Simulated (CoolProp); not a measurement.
Properties of propylene along the isobar 137 bar (Tc = 91.1 °C, pc = 45.55 bar, ω = 0.146).

Values from CoolProp's reference Helmholtz-energy equation of state, Lemmon 2013.

| T (°C) | phase | isothermal compressibility (1/MPa) | expansivity (1/kK) |
|---|---|---|---|
| 29.25 | liquid | ? | 2.462 |
| 34.25 | liquid | ? | 2.537 |
| 39.15 | liquid | 0.004520 | 2.615 |
| 44.15 | liquid | 0.004889 | ? |
| 49.15 | liquid | 0.005300 | 2.794 |
| 54.15 | liquid | ? | 2.895 |
| 59.15 | liquid | 0.006275 | 3.003 |
| 64.05 | liquid | 0.006841 | 3.119 |
| 69.05 | liquid | 0.007493 | 3.246 |
| 74.05 | liquid | 0.008231 | 3.385 |
| 79.05 | liquid | 0.009070 | 3.536 |
| 83.95 | liquid | 0.01000 | 3.697 |
| 88.95 | liquid | ? | ? |
| 93.95 | supercritical | 0.01234 | 4.071 |
| 98.95 | supercritical | 0.01377 | ? |
| 103.95 | supercritical | 0.01542 | ? |

### Question
Complete the blanks.

### Answer

- 29.25, isothermal compressibility (1/MPa): 0.003893
- 34.25, isothermal compressibility (1/MPa): 0.004194
- 44.15, expansivity (1/kK): 2.702
- 54.15, isothermal compressibility (1/MPa): 0.005760
- 88.95, isothermal compressibility (1/MPa): 0.01109
- 88.95, expansivity (1/kK): 3.876
- 98.95, expansivity (1/kK): 4.282
- 103.95, expansivity (1/kK): 4.512
